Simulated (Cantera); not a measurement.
Feed: 1 mol SiH₂Cl₂, 0.015 mol Cl₂, 18 mol N₂, at 100 Torr.

Equilibrium computed with Cantera from the NASA thermochemical tables; the gas is ideal and each condensed phase is pure. Candidate condensed phases: NH₄Cl, Si, Si₃N₄; 28 gas species. N₂ is the only nitrogen source here; it is nearly inert below about 1500 K, so the nitride shown seldom forms there in practice. The tables' values for SiCl₃ are old estimates; treat these amounts as uncertain. Kinetics and transport are ignored. All values below are at 1002 °C.

Base state: N₂ 0.904, HCl 0.0722, H₂ 0.0157, SiCl₄ 0.00782, SiCl₃ 0.000412, SiCl₂ 0.000142, SiHCl₃ 6.86e-5 (mole fractions); condensed: Si₃N₄(s).

**Question.** What changes in the equilibrium state with this change: N₂ from 18 to 4.1 mol?

**Answer.** 
| species | before | after |
|---|---|---|
| N₂ | 0.904 | 0.664 |
| HCl | 0.0722 | 0.221 |
| H₂ | 0.0157 | 0.0748 |
| SiCl₄ | 0.00782 | 0.0373 |
| SiHCl₃ | 6.86e-5 | 0.000509 |
| SiCl₃ | 0.000412 | 0.00140 |
| SiCl₂ | 0.000142 | 0.000343 |
| Si₃N₄(s), mol | 0.279 | 0.262 |
